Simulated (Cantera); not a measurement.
Input: 1 mol SiH2Cl2, 0.63 mol N2O, 5.2 mol H2, held at 1.00 bar.

Cantera equilibrium calculation (NASA polynomials, part measured and part estimated; ideal gas, pure solids and liquids). Candidate condensed phases: H2O, NH4Cl, Si, SiO2, Si2N2O, Si3N4; 47 gas species. Mutual solubility and eutectic melting of coexisting phases are not modelled. The tables' values for SiCl3, SiCl are old estimates; treat these amounts as uncertain. The tables hold silica as quartz up to 1696 K and as liquid above; real silica turns to tridymite and cristobalite and melts near 1996 K. Gases not in the tables: Si2H6 and higher silanes. Rates play no part.

x: gas mole fraction; n: condensed amount in mol.

| T (°C) | x H2 | x HCl | x N2 | x SiO | x SiCl2 | n SiO2(β-quartz) | n Si2N2O(s) | n SiO2(condensed) |
|---|---|---|---|---|---|---|---|---|
| 602 | 0.705 | 0.271 | 0.0234 | <1e-12 | <1e-12 | 0.0866 | 0.457 | 0 |
| 702 | 0.705 | 0.271 | 0.0235 | <1e-12 | 3.19e-11 | 0.0866 | 0.457 | 0 |
| 802 | 0.705 | 0.271 | 0.0235 | <1e-12 | 1.61e-9 | 0.0866 | 0.457 | 0 |
| 902 | 0.705 | 0.271 | 0.0235 | 1.07e-10 | 4.14e-8 | 0.0865 | 0.457 | 0 |
| 1002 | 0.705 | 0.271 | 0.0235 | 6.25e-9 | 6.32e-7 | 0.0865 | 0.456 | 0 |
| 1102 | 0.705 | 0.271 | 0.0236 | 1.99e-7 | 6.42e-6 | 0.0865 | 0.456 | 0 |
| 1202 | 0.706 | 0.270 | 0.0236 | 3.92e-6 | 4.72e-5 | 0.0866 | 0.456 | 0 |
| 1302 | 0.706 | 0.269 | 0.0239 | … | … | 0.0872 | 0.454 | 0 |
| 1402 | 0.706 | 0.266 | 0.0248 | … | … | 0.0888 | 0.447 | 0 |
| 1502 | 0.705 | 0.258 | 0.0277 | 0.00358 | 0.00390 | 0 | 0.424 | 0.0887 |
| 1602 | 0.693 | 0.239 | 0.0363 | 0.0194 | 0.00951 | 0 | 0.353 | 0.0633 |
| 1702 | 0.666 | 0.197 | 0.0557 | 0.0555 | 0.0221 | 0 | 0.179 | 0 |
| 1802 | 0.657 | 0.147 | 0.0744 | 0.0744 | 0.0418 | 0 | 0 | 0 |

Task: Some entries are withheld; supply them.

Result: 
- 1402, x SiO: 0.000502
- 1402, x SiCl2: 0.00116
- 1302, x SiO: 5.23e-5
- 1302, x SiCl2: 0.000264
